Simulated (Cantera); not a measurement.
Feed: 1 mol (CH3)2SiCl2, 0.092 mol HCl, 1400 mol H2, at 1330 Pa.

Equilibrium computed with Cantera from the NASA thermochemical tables; the gas is ideal and each condensed phase is pure. Candidate condensed phases: C, C6H6, C7H8, C8H18, Si, SiC; 109 gas species. The feed counts by its element totals alone. The numbers say what is thermodynamically allowed, not how fast it happens.

Q: Which condensed phases are stable at each of these points (T (°C)): 1025, 1075, 1125, 1175, 1225, 1275, 1325, 1375, 1425, 1475, 1525, 1575, 1625?

A: 
| T (°C) | condensed phases | Si condensed (%) |
|---|---|---|
| 1025 | C(graphite) + SiC(s) | 100.0 |
| 1075 | C(graphite) + SiC(s) | 100.0 |
| 1125 | C(graphite) + SiC(s) | 100.0 |
| 1175 | C(graphite) + SiC(s) | 100.0 |
| 1225 | C(graphite) + SiC(s) | 100.0 |
| 1275 | C(graphite) + SiC(s) | 100.0 |
| 1325 | C(graphite) + SiC(s) | 100.0 |
| 1375 | C(graphite) + SiC(s) | 99.9 |
| 1425 | C(graphite) + SiC(s) | 99.8 |
| 1475 | C(graphite) + SiC(s) | 99.6 |
| 1525 | C(graphite) + SiC(s) | 99.0 |
| 1575 | C(graphite) + SiC(s) | 97.5 |
| 1625 | SiC(s) | 94.1 |

From 1025 °C to 1575 °C the condensed part is C(graphite) + SiC(s). At 1625 °C the condensed part is SiC(s).
